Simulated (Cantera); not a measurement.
## Low-pressure radical oxidation in H2/O2

An isothermal, constant-pressure homogeneous reactor starts with H2 : O2 = 0.24 : 1 (molar parts), equivalence ratio 0.12, at 1100 K and 0.00385 atm.

Computed with Cantera and the H2/O2 subset of GRI-Mech 3.0, which has no nitrogen chemistry. Radical loss at walls, strong at low pressure, is not modelled. The temperature is held fixed by assumption; the heat of reaction is taken as removed at once.

```csv
t (s),x H2,x O2,x H,x HO2,x OH,x O
3.00e-5,0.194,0.806,1.53e-10,1.59e-10,7.11e-12,7.72e-12
0.000180,0.194,0.806,8.83e-10,9.56e-10,1.58e-10,2.28e-10
0.00108,0.194,0.806,1.95e-8,5.76e-9,5.73e-9,1.13e-8
0.00646,0.136,0.776,0.0269,1.90e-6,0.00599,0.0144
0.0387,0.00658,0.721,0.0499,3.29e-6,0.00601,0.0508
0.232,0.00131,0.776,0.00365,3.03e-6,0.00274,0.00875
1.39,2.95e-5,0.785,1.21e-5,4.52e-7,0.000412,0.000196
8.35,1.42e-6,0.786,1.32e-7,3.38e-8,9.15e-5,9.65e-6
50.0,1.43e-7,0.786,4.32e-9,4.56e-9,2.92e-5,9.86e-7
300,1.99e-8,0.786,2.27e-10,2.51e-9,1.09e-5,1.38e-7
```
x: mole fraction; the columns are a selection and need not sum to one.

Equilibrium at this temperature and pressure: H2 5.13e-9, O2 0.786, H 2.99e-11, HO2 3.92e-9, OH 5.56e-6, O 3.57e-8 (gas phase only).
